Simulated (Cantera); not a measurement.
Ignition delay

Mixture: H₂ : O₂ : N₂ = 1 : 1.22 : 6.22 (molar parts), at 5.00 bar, adiabatic and at constant volume. Ignition delay is the time to a rise of 400 K.

Detailed kinetics in Cantera: the H2/O2 subset of GRI-Mech 3.0, which has no nitrogen chemistry. The hydrogen kinetics of GRI-Mech 3.0 are dated; newer H2 mechanisms differ, most at raised pressure. Where the delays flatten at high temperature, the 400 K rule measures the pace of heat release, not the induction time.

```
T0 (K)  delay (ms)
------  ----------
1023          9.39
1123         0.190
1223        0.0163
1323       0.00817
1423       0.00534
1523       0.00399
1623       0.00330
1723       0.00296
1823       0.00285
1923       0.00289
```
